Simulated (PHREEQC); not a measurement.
City or well water: speciation

A made-up water analysis in mmol/kgw, 65 °C, pH 6.36, pe 0.9: Na 4.38; K 0.914; Ca 0.43; Mg 0.717; Cl 5.67; S(6) 0.142; Alkalinity (meq/kgw) 1.63; Mn(2) 0.00942; Br 0.0177; B 0.0021.

Valence states are taken as typed.

The numbers come from PHREEQC with the ion-association model, wateq4f.dat.

No solid was allowed to form.

Q: What charge-balance error does the model give?

A: charge-balance error 0.0 %.

Q: In which forms is C present?

A: HCO3- 56 %, CO2 44 % of the C.

Species that the database lacks are ignored. At this temperature some constants are extrapolated from 25 °C, and those without enthalpy data are left unchanged.
